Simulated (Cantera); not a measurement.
Cantera run:

```python
import numpy as np
import cantera as ct

gas_names = """
    AL ALCL ALCL2 ALCL3 ALH ALN AL2 AL2CL6 CL CL2 H HCL H2 N NH NH2 NH3 N2 N2H2 N2H4
""".split()
cond_names = """
    AL(cr) AL(L) ALCL3(s) ALCL3(L) ALN(s) NH4CL(a) NH4CL(b)
""".split()


# ... load() reads the species with a 1 bar reference pressure and builds the phases ...
atoms = {
    'AlN': {'AL': 1, 'N': 1},
    'HCl': {'H': 1, 'CL': 1},
    'N2': {'N': 2},
    'Cl2': {'CL': 2},
}
top_T = {'ALN(s)': 2750}  # K; cautious upper limits of use, not melting points


# ... equilibrate(T, P, feed) seeds the gas with the atoms and calls Mixture.equilibrate('TP', solver="vcs", rtol=1e-11, max_steps=5000) ...
results = []
feed = {'AlN': 1, 'HCl': 0.93, 'N2': 0.36, 'Cl2': 0.34}  # mol
T = 1398  # K
P = 55000  # Pa
mix = equilibrate(T, P, feed)
results.append((T, P, feed, dict(zip(mix.species_names, mix.species_moles))))
x = sorted(zip(gas.X, gas.species_names), reverse=True)
print(f"T = {T:g} K  P = {P:g} Pa  gas = {mix.phase_moles(0):.4g} mol")
print("   x: " + "  ".join(f"{s} {v:.3e}" for v, s in x if v > 0.001))
print("   condensed (mol): " + ("  ".join(f"{mix.phase(i).name} {mix.phase_moles(i):.4g}"
      for i in range(1, mix.n_phases) if mix.phase_moles(i) > 1e-12) or "none"))
```

Output:

```
T = 1398 K  P = 55000 Pa  gas = 1.631 mol
   x: N2 3.679e-01  ALCL3 2.930e-01  H2 2.325e-01  HCL 1.052e-01  ALCL2 1.189e-03
   condensed (mol): ALN(s) 0.5198
```

These are equilibrium values from Cantera (NASA tables, ideal gas, pure condensed phases), not measurements of a reactor. The tables' values for AlCl2 are old estimates; treat these amounts as uncertain.
